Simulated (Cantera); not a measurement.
Feed: 1 mol SiHCl3, 1.8 mol CH4, 6.1 mol H2, 0.11 mol HCl, equilibrated at 1350 °C and 195 Torr.

Equilibrium computed with Cantera from the NASA thermochemical tables; the gas is ideal and each condensed phase is pure. The tables' values for SiCl3 are old estimates; treat these amounts as uncertain. Rates play no part.

```json
[
 {"species": "H2", "before": "0.742", "after": "0.995"},
 {"species": "HCl", "before": "0.253", "after": "0.00474"},
 {"species": "CH4", "before": "0.000212", "after": "0.000381"},
 {"species": "SiCl2", "before": "0.00344", "after": "8.99e-7"},
 {"species": "SiCl4", "before": "0.000261", "after": "<1e-9"},
 {"species": "SiCl3", "before": "0.000620", "after": "2.62e-9"},
 {"species": "SiHCl3", "before": "0.000118", "after": "<1e-9"},
 {"species": "Cl", "before": "3.14e-5", "after": "5.08e-7"},
 {"species": "C2H2 (acetylene)", "before": "2.59e-5", "after": "3.47e-5"},
 {"species": "H", "before": "0.000117", "after": "0.000135"},
 {"species": "C(graphite), mol", "before": "0.849", "after": "0.503"},
 {"species": "SiC(s), mol", "before": "0.948", "after": "0.999"}
]
```
Gas species are given as mole fractions.

**Question.** What was changed between the two runs?
(A) CH4 from 1.8 to 0.029 mol
(B) CH4 from 1.8 to 0.028 mol
(C) H2 from 6.1 to 650 mol
(D) temperature from 1350 °C to 675 °C

**Answer.** C, H2 from 6.1 to 650 mol
